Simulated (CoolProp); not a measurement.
Ethanol along the isotherm 485 K: density (kg/m³) from the reference equation and from simpler models built on Tc = 514.7 K, pc = 62.68 bar, ω = 0.644; each cubic takes its own stable root.

The numbers come from the reference Helmholtz-energy equation of state, Schroeder 2014 in CoolProp.

```
p (bar)   phase  reference  van der Waals  Redlich-Kwong
-------  ------  ---------  -------------  -------------
0.496       gas     0.5684         0.5682         0.5685
0.881       gas      1.012          1.011          1.012
1.57        gas      1.812          1.809          1.812
2.79        gas      3.246          3.237          3.246
4.96        gas      5.856          5.828          5.858
8.81        gas      10.69          10.60          10.70
15.7        gas      20.16          19.78          20.14
27.9        gas      40.96          38.89          40.42
49.6     liquid      536.4          270.4          361.8
88.1     liquid      562.4          316.6          408.2
157      liquid      591.4          349.0          451.0
```
